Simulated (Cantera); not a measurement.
Silicon oxide and oxynitride deposition: SiCl₄ + NO + H₂

A closed system holds: 1 mol SiCl₄, a varied amount of NO, 8.2 mol H₂, equilibrated at 1025 K and 0.140 bar.

Method: chemical equilibrium by Gibbs-energy minimisation in Cantera with the NASA 1993 tables (ideal gas, pure condensed phases). Candidate condensed phases: H₂O, NH₄Cl, Si, SiO₂, Si₂N₂O, Si₃N₄; 47 gas species. Mutual solubility and eutectic melting of coexisting phases are not modelled. The tables' values for SiCl₃ are old estimates; treat these amounts as uncertain. Rates play no part.

```
n(NO) (mol)   x H₂   x HCl    x H₂O      x N₂   x SiCl₄  x SiHCl₃   x SiCl₃  n SiO₂(β-quartz)  n Si₂N₂O(s)
-----------  -----  ------  -------  --------  --------  --------  --------  ----------------  -----------
0.16         0.823  0.0918  2.85e-8  6.14e-11    0.0785   0.00605  0.000424            0.0400       0.0800
0.24         0.796   0.130  6.11e-8  6.65e-10    0.0697   0.00366  0.000261            0.0600        0.120
0.36         0.754   0.189  1.44e-7   1.03e-8    0.0549   0.00189  0.000138            0.0900        0.180
0.55         0.690   0.279  4.20e-7   3.33e-7    0.0309  0.000657   5.03e-5             0.138        0.275
0.84         0.607   0.390  8.07e-6   0.00347  0.000319   4.27e-6   3.49e-7             0.228        0.384
1.3          0.584   0.377  1.74e-5    0.0393   5.95e-5   7.94e-7   6.61e-8             0.533        0.233
1.9          0.558   0.360  2.13e-5    0.0825   3.32e-5   4.42e-7   3.77e-8             0.933       0.0332
2.9          0.455   0.343   0.0773     0.124  2.10e-12    <1e-12    <1e-12              1.00            0
4.4          0.306   0.323    0.194     0.177    <1e-12    <1e-12    <1e-12              1.00            0
6.7          0.111   0.295    0.347     0.247    <1e-12    <1e-12    <1e-12              1.00            0
```
x: gas mole fraction; n: condensed amount in mol.

From 0.16 mol NO to 1.9 mol NO the condensed part is SiO₂(β-quartz) + Si₂N₂O(s). From 2.9 mol NO to 6.7 mol NO the condensed part is SiO₂(β-quartz).
